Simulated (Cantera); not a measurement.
An isothermal, constant-pressure homogeneous reactor starts with 56.8 % N2O, 43.2 % N2, at 1075 K and 1.00 bar.

Model: GRI-Mech 3.0 (53 species, 325 reactions), integrated in Cantera. GRI-Mech 3.0 was tuned for natural gas; its chemistry of N2O as a main component is partial and can be far from experiment. The mechanism lacks the step 2 NO + O2 → 2 NO2, which can matter for NO2 below about 1400 K. The temperature is held fixed by assumption; the heat of reaction is taken as removed at once.

Task: Predict: x(N2O) at 2.00 s; x(N2) at 2.00 s; x(O2) at 2.00 s; x(NO) at 2.00 s; x(O) at 2.00 s.

Result: 
```
Item                                                 Value
----------------  ----------------------------------------
x(N2O) at 2.00 s     0.513 (gas-phase equilibrium 5.27e-9)
x(N2) at 2.00 s        0.464 (gas-phase equilibrium 0.779)
x(O2) at 2.00 s       0.0202 (gas-phase equilibrium 0.221)
x(NO) at 2.00 s    0.00252 (gas-phase equilibrium 6.91e-5)
x(O) at 2.00 s    1.81e-7 (gas-phase equilibrium 6.21e-10)
```
